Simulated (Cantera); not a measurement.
Charge: 1 mol PbO, 0.014 mol O2, 0.23 mol H2, at 475 °C and 160000 Pa.

These are equilibrium values from Cantera (NASA tables, ideal gas, pure condensed phases), not measurements of a reactor. Candidate condensed phases: H2O, Pb, PbO, PbO2, Pb3O4; 12 gas species. Kinetics and transport are ignored.

Base state: H2O 1.000, H2 4.80e-5 (mole fractions); condensed: Pb(l) + PbO(red).

**Question.** What changes in the equilibrium state with this change: temperature from 475 °C to 1152 °C?

**Answer.** 
```
species         before     after
-------------  -------  --------
H2O              1.000     0.990
Pb             5.50e-9   0.00716
PbO              <1e-9   0.00201
H2             4.80e-5  0.000800
Pb(l), mol       0.202     0.200
PbO(red), mol    0.798         0
PbO(l), mol          0     0.798
```
Each liquid is taken as pure. Mutual solubility and eutectic melting of coexisting phases are not modelled. Gases not in the tables: (PbO)n polymers.
